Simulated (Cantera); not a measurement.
Gas-phase reforming

An isothermal, constant-pressure homogeneous reactor starts with 73.5 % CH4, 26.5 % CO2, at 1400 K and 135 Torr.

Computed with Cantera and GRI-Mech 3.0 (53 species, 325 reactions). GRI-Mech 3.0 stops at C3 and has no aromatics, soot or wall deposition, so with more carbon than oxygen in the feed, carbon stays in small species such as C2H2 where larger ones or solid carbon would form.

```
t (s)     x CH4  x CO2   x CH2CO      x H     x C2H
--------  -----  -----  --------  -------  --------
1.00e-6   0.735  0.265    <1e-12  5.02e-9    <1e-12
3.74e-6   0.735  0.265    <1e-12  5.89e-9    <1e-12
1.40e-5   0.735  0.265    <1e-12  5.89e-9    <1e-12
5.23e-5   0.735  0.265    <1e-12  5.89e-9    <1e-12
0.000196  0.735  0.265    <1e-12  5.90e-9    <1e-12
0.000731  0.735  0.265    <1e-12  6.03e-9    <1e-12
0.00273   0.735  0.265    <1e-12  7.18e-9    <1e-12
0.0102    0.735  0.265    <1e-12  9.72e-9    <1e-12
0.0382    0.734  0.265  1.44e-11  1.90e-8    <1e-12
0.143     0.728  0.264  6.71e-10  7.56e-8  4.36e-12
0.535     0.700  0.260   3.12e-8  3.27e-7  6.66e-11
2.00      0.612  0.241   6.15e-7  9.85e-7  3.14e-10
```
x: mole fraction; the columns are a selection and need not sum to one.

Equilibrium at this temperature and pressure: CH4 0.0605, CO2 9.77e-8, CH2CO 2.42e-7, H 8.65e-6, C2H 1.31e-9 (gas phase only).
